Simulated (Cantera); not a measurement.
Feed: 1 mol SiCl4, 430 mol H2, 0.39 mol HCl, held at 1273 K and 100000 Pa.

These are equilibrium values from Cantera (NASA tables, ideal gas, pure condensed phases), not measurements of a reactor. Candidate condensed phases: Si; 19 gas species. The tables' values for SiCl3 are old estimates; treat these amounts as uncertain. Rates play no part.

**Question.** What is the equilibrium state?

**Answer.** x(H2): 0.990
x(HCl): 0.00910
x(SiCl2): 0.000216
x(SiHCl3): 0.000102
x(SiH2Cl2): 6.17e-5
x(SiCl3): 2.79e-5
x(SiCl4): 2.36e-5
x(SiH3Cl): 1.04e-5
n(Si(s)): 0.808 mol
gas amount: 432.3 mol
